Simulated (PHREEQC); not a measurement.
A solution holds 1.3 mmol/kgw CsOH, 0.196 mmol/kgw H3BO3 and 17 mmol/kgw Na2CO3, at 20 °C. Closed to the air; pH follows from the charge balance.

The numbers come from PHREEQC with the ion-association model, wateq4f.dat.

No solid was allowed to form.

Task: Order these C species by the share of C that they hold, largest first: HCO3-, CO3-2, NaCO3-.

Result: CO3-2 (78 %), NaCO3- (17 %), HCO3- (4.7 %)

The pH is 11.36 and the ionic strength 0.0457 mol/kgw. Complexes and solids missing from the database can't appear.
